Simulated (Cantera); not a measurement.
A freely propagating, adiabatic, planar premixed flame of CH₄ : H₂ : O₂ : N₂ = 1 : 0.039 : 1.84 : 6.9 (molar parts), equivalence ratio 1.1, unburnt at 498 K and 1.20 bar; mixture-averaged transport, grid criteria slope 0.08 and curve 0.16, no radiation.

Model: GRI-Mech 3.0 (53 species, 325 reactions), integrated in Cantera. Burning velocities carry a grid error of a few per cent, more on coarse grids.

x: mole fraction of selected species; z is measured from the peak of heat release.

```json
[
 {"z (mm)": "-0.912", "T (K)": "498", "u (m/s)": "0.895", "x CH₄": "0.102", "x H₂": "0.00488", "x O₂": "0.188", "x H": "<1e-8", "x HCO": "<1e-8", "x N₂O": "<1e-8"},
 {"z (mm)": "-0.608", "T (K)": "500", "u (m/s)": "0.899", "x CH₄": "0.102", "x H₂": "0.00667", "x O₂": "0.188", "x H": "<1e-8", "x HCO": "<1e-8", "x N₂O": "<1e-8"},
 {"z (mm)": "-0.456", "T (K)": "508", "u (m/s)": "0.917", "x CH₄": "0.101", "x H₂": "0.00921", "x O₂": "0.187", "x H": "<1e-8", "x HCO": "<1e-8", "x N₂O": "<1e-8"},
 {"z (mm)": "-0.304", "T (K)": "572", "u (m/s)": "1.04", "x CH₄": "0.0964", "x H₂": "0.0144", "x O₂": "0.182", "x H": "___", "x HCO": "<1e-8", "x N₂O": "<1e-8"},
 {"z (mm)": "-0.152", "T (K)": "998", "u (m/s)": "1.84", "x CH₄": "0.0684", "x H₂": "0.0234", "x O₂": "0.147", "x H": "___", "x HCO": "7.60e-7", "x N₂O": "<1e-8"},
 {"z (mm)": "-0.0760", "T (K)": "1430", "u (m/s)": "2.67", "x CH₄": "0.0373", "x H₂": "0.0279", "x O₂": "0.104", "x H": "___", "x HCO": "1.67e-5", "x N₂O": "2.38e-8"},
 {"z (mm)": "0", "T (K)": "1821", "u (m/s)": "3.43", "x CH₄": "0.00894", "x H₂": "0.0283", "x O₂": "0.0542", "x H": "___", "x HCO": "5.96e-5", "x N₂O": "4.84e-8"},
 {"z (mm)": "0.0760", "T (K)": "1984", "u (m/s)": "3.74", "x CH₄": "0.000696", "x H₂": "0.0234", "x O₂": "0.0259", "x H": "___", "x HCO": "2.22e-5", "x N₂O": "7.19e-8"},
 {"z (mm)": "0.152", "T (K)": "2029", "u (m/s)": "3.81", "x CH₄": "2.74e-5", "x H₂": "0.0204", "x O₂": "0.0161", "x H": "0.00895", "x HCO": "1.55e-6", "x N₂O": "8.42e-8"},
 {"z (mm)": "0.304", "T (K)": "2073", "u (m/s)": "3.87", "x CH₄": "6.50e-8", "x H₂": "0.0197", "x O₂": "0.0114", "x H": "0.00889", "x HCO": "9.41e-8", "x N₂O": "8.51e-8"},
 {"z (mm)": "0.608", "T (K)": "2129", "u (m/s)": "3.96", "x CH₄": "<1e-8", "x H₂": "0.0190", "x O₂": "0.00904", "x H": "___", "x HCO": "6.35e-8", "x N₂O": "8.22e-8"},
 {"z (mm)": "1.22", "T (K)": "2193", "u (m/s)": "4.06", "x CH₄": "<1e-8", "x H₂": "0.0174", "x O₂": "0.00681", "x H": "___", "x HCO": "4.07e-8", "x N₂O": "8.06e-8"},
 {"z (mm)": "2.43", "T (K)": "2253", "u (m/s)": "4.16", "x CH₄": "<1e-8", "x H₂": "0.0155", "x O₂": "0.00459", "x H": "___", "x HCO": "2.38e-8", "x N₂O": "7.81e-8"}
]
```

### Question
Fill in the missing entries.

### Answer

- -0.304, x H: 2.04e-7
- -0.152, x H: 0.000105
- -0.0760, x H: 0.000793
- 0, x H: 0.00365
- 0.0760, x H: 0.00733
- 0.608, x H: 0.00729
- 1.22, x H: 0.00518
- 2.43, x H: 0.00336
